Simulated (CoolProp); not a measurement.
Vapour-liquid equilibrium of propylene (1) + R134a (2) at 63.65 °C; x and y are mole fractions of (1).

Values from CoolProp's multi-fluid Helmholtz-energy mixture model, Lemmon 2013 and Tillner-Roth 1994; pair parameters Bell 2016.

| x | bubble pressure (MPa) | y at the bubble point | dew pressure at overall composition x (MPa) | liquid density (mol/L) |
|---|---|---|---|---|
| 0.05 | 1.976 | 0.093 | … | 10.03 |
| 0.125 | 2.172 | 0.206 | 2.030 | 9.898 |
| 0.2 | 2.341 | 0.297 | 2.161 | 9.763 |
| 0.275 | 2.487 | 0.374 | 2.299 | 9.635 |
| 0.35 | … | 0.441 | 2.442 | 9.519 |
| 0.425 | 2.710 | 0.501 | 2.581 | 9.422 |
| 0.5 | 2.791 | 0.558 | 2.709 | 9.353 |
| 0.575 | 2.852 | 0.614 | 2.812 | 9.322 |
| 0.65 | 2.892 | 0.670 | 2.881 | 9.337 |
| 0.725 | 2.910 | 0.728 | 2.910 | 9.404 |
| 0.8 | 2.902 | 0.790 | 2.899 | 9.525 |
| 0.875 | 2.865 | 0.859 | 2.853 | 9.696 |
| 0.95 | 2.792 | 0.938 | … | 9.911 |

Problem. Complete the blanks.

Solution. 
- 0.05, dew pressure at overall composition x (MPa): 1.908
- 0.35, bubble pressure (MPa): 2.609
- 0.95, dew pressure at overall composition x (MPa): 2.780

y crosses x between x = 0.725 and 0.8: the model has an azeotrope there.

Pair parameters are fitted to limited data, so mixtures are less certain than the pure fluids.
